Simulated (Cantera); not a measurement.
A diamond (100) surface in a fixed gas of H2 with x(CH4) = 0.027, x(CH3) = 9.5e-05, at 1298 K, 2400 Pa; coverages are run to steady state.

Computed with Cantera and the Harris–Goodwin 1993 mechanism for the reconstructed diamond (100) surface.

One state of this run: growth (µm/h) = 0.513; θ c6HH = 0.381; θ c6H* = 0.0490; θ c6*H = 0.525; θ c6** = 0.0451; θ c6HM = 0.000111. θ: site fractions in the mechanism's names (c6HH fully hydrogenated, c6H* and c6*H radical sites, c6** diradical, c6HM methylated).

Question: Which value of x(H) does it belong to?
(A) 0.05
(B) 0.00022
(C) 0.001
(D) 0.011

Answer: D, 0.011
